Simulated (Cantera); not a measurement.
# Thermodynamics of silicon epitaxy and polysilicon growth, feed Si2Cl6 + H2 + Cl2

Input: 1 mol Si2Cl6, 770 mol H2, 0.0043 mol Cl2, at 0.100 bar.

Method: chemical equilibrium by Gibbs-energy minimisation in Cantera with the NASA 1993 tables (ideal gas, pure condensed phases). Candidate condensed phases: Si; 19 gas species. The feed counts by its element totals alone. The tables' values for SiCl3 are old estimates; treat these amounts as uncertain. Gases not in the tables: Si2H6 and higher silanes. Kinetics and transport are ignored.

```
T (K)   x H2    x HCl       x H   x SiCl2  n Si(s)  n Si(l)
-----  -----  -------  --------  --------  -------  -------
1173   0.992  0.00734   3.71e-7  0.000124     1.86        0
1223   0.992  0.00742   9.47e-7  0.000135     1.87        0
1273   0.992  0.00744   2.25e-6  0.000144     1.88        0
1323   0.992  0.00744   5.00e-6  0.000153     1.87        0
1373   0.992  0.00744   1.05e-5  0.000160     1.87        0
1423   0.992  0.00743   2.09e-5  0.000168     1.87        0
1473   0.992  0.00742   3.99e-5  0.000174     1.86        0
1523   0.992  0.00741   7.28e-5  0.000181     1.86        0
1573   0.992  0.00739  0.000128  0.000187     1.85        0
1623   0.992  0.00738  0.000218  0.000192     1.84        0
1673   0.992  0.00737  0.000359  0.000197     1.83        0
1723   0.992  0.00738  0.000574  0.000190        0     1.83
1773   0.991  0.00740  0.000896  0.000178        0     1.82
```
x: gas mole fraction; n: condensed amount in mol.

From 1173 K to 1673 K the condensed part is Si(s). From 1723 K to 1773 K the condensed part is Si(l). The main Si-bearing gas is SiCl2 throughout. The share of Si in condensed phases is highest at 1273 K (93.8 %) and lowest at 1773 K (90.8 %).
